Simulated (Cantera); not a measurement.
Charge: 1 mol NH3, 0.18 mol H2O, at 375 °C and 750 Torr.

Method: chemical equilibrium by Gibbs-energy minimisation in Cantera with the NASA 1993 tables (ideal gas, pure condensed phases). Candidate condensed phases: H2O; 24 gas species. Rates play no part.

Q: What is the equilibrium state?

A: 
```
Property        Value
----------  ---------
x(H2)           0.684
x(N2)           0.228
x(H2O)         0.0830
x(NH3)        0.00521
gas amount  2.169 mol
```
